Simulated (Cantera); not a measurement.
Input: 1 mol SiHCl3, 0.15 mol HCl, 66 mol N2, held at 1548.15 K.

Equilibrium computed with Cantera from the NASA thermochemical tables; the gas is ideal and each condensed phase is pure. Candidate condensed phases: NH4Cl, Si, Si3N4; 28 gas species. The tables' values for SiCl3 are old estimates; treat these amounts as uncertain. Equilibrium is a limit: real reactors are often held back by kinetics, nucleation or transport.

x: gas mole fraction; n: condensed amount in mol.

```json
[
 {"P (Pa)": "100", "x N2": "0.969", "x HCl": "0.0157", "x SiCl2": "0.0141", "x SiCl4": "5.80e-5", "x SiCl3": "0.000540", "x H2": "?", "n Si3N4(s)": "0"},
 {"P (Pa)": "460", "x N2": "0.969", "x HCl": "0.0154", "x SiCl2": "0.0135", "x SiCl4": "0.000186", "x SiCl3": "0.000948", "x H2": "?", "n Si3N4(s)": "0"},
 {"P (Pa)": "2100", "x N2": "0.970", "x HCl": "0.0145", "x SiCl2": "0.0128", "x SiCl4": "0.000449", "x SiCl3": "0.00143", "x H2": "?", "n Si3N4(s)": "0"},
 {"P (Pa)": "9600", "x N2": "0.971", "x HCl": "0.0149", "x SiCl2": "0.00868", "x SiCl4": "0.00176", "x SiCl3": "0.00234", "x H2": "?", "n Si3N4(s)": "0.0440"},
 {"P (Pa)": "44000", "x N2": "0.974", "x HCl": "0.0152", "x SiCl2": "0.00375", "x SiCl4": "0.00417", "x SiCl3": "0.00236", "x H2": "0.000875", "n Si3N4(s)": "0.101"},
 {"P (Pa)": "200000", "x N2": "0.975", "x HCl": "0.0152", "x SiCl2": "0.00127", "x SiCl4": "0.00598", "x SiCl3": "0.00165", "x H2": "0.000930", "n Si3N4(s)": "0.132"}
]
```

**Question.** Complete the blanks.

**Answer.** 
- 100, x H2: 0.000571
- 460, x H2: 0.000754
- 2100, x H2: 0.00120
- 9600, x H2: 0.00100
